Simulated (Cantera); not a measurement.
What does this Cantera script print?

```python
import numpy as np
import cantera as ct

gas_names = """
    AL ALCL ALCL2 ALCL3 ALH ALN AL2 AL2CL6 CL CL2 H HCL H2 N NH NH2 NH3 N2 N2H2 N2H4
""".split()
cond_names = """
    AL(cr) AL(L) ALCL3(s) ALCL3(L) ALN(s) NH4CL(a) NH4CL(b)
""".split()


# ... load() reads the species with a 1 bar reference pressure and builds the phases ...
atoms = {
    'Al': {'AL': 1},
    'HCl': {'H': 1, 'CL': 1},
    'N2': {'N': 2},
}
top_T = {'ALN(s)': 2750}  # K; cautious upper limits of use, not melting points


# ... equilibrate(T, P, feed) seeds the gas with the atoms and calls Mixture.equilibrate('TP', solver="vcs", rtol=1e-11, max_steps=5000) ...
results = []
feed = {'Al': 1, 'HCl': 3.6, 'N2': 0.26}  # mol
T = 1098  # K
P = 26  # Pa
mix = equilibrate(T, P, feed)
results.append((T, P, feed, dict(zip(mix.species_names, mix.species_moles))))
x = sorted(zip(gas.X, gas.species_names), reverse=True)
print(f"T = {T:g} K  P = {P:g} Pa  gas = {mix.phase_moles(0):.4g} mol")
print("   x: " + "  ".join(f"{s} {v:.3e}" for v, s in x if v > 1e-05))
print("   condensed (mol): " + ("  ".join(f"{mix.phase(i).name} {mix.phase_moles(i):.4g}"
      for i in range(1, mix.n_phases) if mix.phase_moles(i) > 1e-12) or "none"))
```

Result:

```
T = 1098 K  P = 26 Pa  gas = 3.361 mol
   x: H2 4.461e-01  ALCL3 2.972e-01  HCL 1.790e-01  N2 7.736e-02  ALCL2 3.686e-04  ALCL 2.882e-05
   condensed (mol): none
```

Method: chemical equilibrium by Gibbs-energy minimisation in Cantera with the NASA 1993 tables (ideal gas, pure condensed phases). The tables' values for AlCl2 are old estimates; treat these amounts as uncertain.
